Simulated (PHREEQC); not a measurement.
Alkaline etch or developer: an equilibrium model

Make-up at 25 °C: 120 mmol/kgw NH3, 0.034 mmol/kgw Na2SiO3 and 0.071 mmol/kgw (CH3)4NCl. It is in equilibrium with CO2 at log p = -1 (atm). Otherwise closed; pH follows from the charge balance.

Model: ion-association model, wateq4f.dat, run in PHREEQC.

```
Item                     Result
----------------  -------------
pH                         7.78
ionic strength    0.118 mol/kgw
total alkalinity     120 meq/kg
```

```csv
species,molality,activity,log γ
NH4+,0.117,0.0903,-0.112
HCO3-,0.116,0.0900,-0.109
CO2,0.00331,0.00341,0.012
NH3,0.00307,0.00307,0.000
CO3-2,0.000686,0.000252,-0.435
Cl-,7.10e-5,5.34e-5,-0.124
(CH3)4N+,7.10e-5,5.38e-5,-0.121
Na+,6.52e-5,5.04e-5,-0.112
H4SiO4,3.36e-5,3.45e-5,0.012
NaHCO3,2.48e-6,2.55e-6,0.012
OH-,7.94e-7,5.95e-7,-0.126
H3SiO4-,4.01e-7,3.04e-7,-0.121
```

Precipitation was switched off in this run. Complexes and solids missing from the database can't appear. Carbamate, which ammonia and carbonate form, is missing from the database. (CH3)4N+ isn't in the database: it is added as a free cation with an ion size of 4 Å.
